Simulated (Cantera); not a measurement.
An isothermal, constant-pressure homogeneous reactor starts with 3.66 % H2, 96.3 % O2, at 1325 K and 6.00 Torr.

Computed with Cantera and GRI-Mech 3.0 (53 species, 325 reactions). Radical loss at walls, strong at low pressure, is not modelled. The temperature is held fixed by assumption; the heat of reaction is taken as removed at once.

One state of this run: x H2 = 0.000416; x O2 = 0.936; x OH = 0.00350; x H2O2 = 2.98e-8; x HO2 = 1.04e-6; x O = 0.0240. x: mole fraction; the columns are a selection and need not sum to one.

### Question
Which value of t (s) does it belong to?
A) 0.0427
B) 0.555
C) 0.000252
D) 2.00

### Answer
A, 0.0427
